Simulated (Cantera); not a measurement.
A perfectly stirred reactor is fed with 20.0 % C₂H₆, 80.0 % N₂, at 110 Pa; it is held at 1525 K, and followed from long to short residence time.

Detailed kinetics in Cantera: GRI-Mech 3.0 (53 species, 325 reactions). GRI-Mech 3.0 stops at C3 and has no aromatics, soot or wall deposition, so with more carbon than oxygen in the feed, carbon stays in small species such as C2H2 where larger ones or solid carbon would form. Radical loss at walls, strong at low pressure, is not modelled.

Question: Predict: x(C₂H₆) at τ = 7.50 s; x(H) at τ = 7.50 s; x(H₂) at τ = 7.50 s; x(CH₄) at τ = 7.50 s; x(CH₃) at τ = 7.50 s; x(C₂H₆) at τ = 53.0 ms; x(H) at τ = 53.0 ms; x(H₂) at τ = 53.0 ms; x(CH₄) at τ = 53.0 ms; x(CH₃) at τ = 53.0 ms.

Answer: 
| Property | Value |
|---|---|
| x(C₂H₆) at τ = 7.50 s | 0.000318 |
| x(H) at τ = 7.50 s | 0.000576 |
| x(H₂) at τ = 7.50 s | 0.240 |
| x(CH₄) at τ = 7.50 s | 0.0347 |
| x(CH₃) at τ = 7.50 s | 0.00170 |
| x(C₂H₆) at τ = 53.0 ms | 0.0328 |
| x(H) at τ = 53.0 ms | 0.000653 |
| x(H₂) at τ = 53.0 ms | 0.102 |
| x(CH₄) at τ = 53.0 ms | 0.0686 |
| x(CH₃) at τ = 53.0 ms | 0.0157 |
